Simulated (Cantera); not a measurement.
A closed system holds: 1 mol SiCl4, a varied amount of O3, 0.24 mol H2O, equilibrated at 848 K and 0.110 bar.

These are equilibrium values from Cantera (NASA tables, ideal gas, pure condensed phases), not measurements of a reactor. Candidate condensed phases: H2O, Si, SiO2; 30 gas species. Kinetics and transport are ignored.

x: gas mole fraction; n: condensed amount in mol.

```
n(O3) (mol)  x Cl2      x O2   x HCl  x SiCl4    x H2O  n SiO2(β-quartz)
-----------  -----  --------  ------  -------  -------  ----------------
0.28         0.472    <1e-12   0.270    0.258  2.51e-8             0.540
0.4          0.612    <1e-12   0.245    0.143  2.78e-8             0.720
0.56         0.764  6.17e-12   0.218   0.0182  6.19e-8             0.960
0.8          0.696     0.122   0.176   <1e-12  0.00620              1.00
1.1            [?]       [?]     [?]   <1e-12  0.00719              1.00
1.6          0.477     0.402   0.114   <1e-12  0.00694              1.00
2.3            [?]       [?]     [?]   <1e-12      [?]              1.00
3.2          0.291     0.635  0.0680   <1e-12  0.00506              1.00
4.5          0.221     0.723  0.0512   <1e-12  0.00403              1.00
```

Question: Fill in the missing entries.

Answer: 
- 2.3, x Cl2: 0.373
- 2.3, x O2: 0.533
- 2.3, x HCl: 0.0880
- 2.3, x H2O: 0.00606
- 1.1, x Cl2: 0.594
- 1.1, x O2: 0.253
- 1.1, x HCl: 0.146
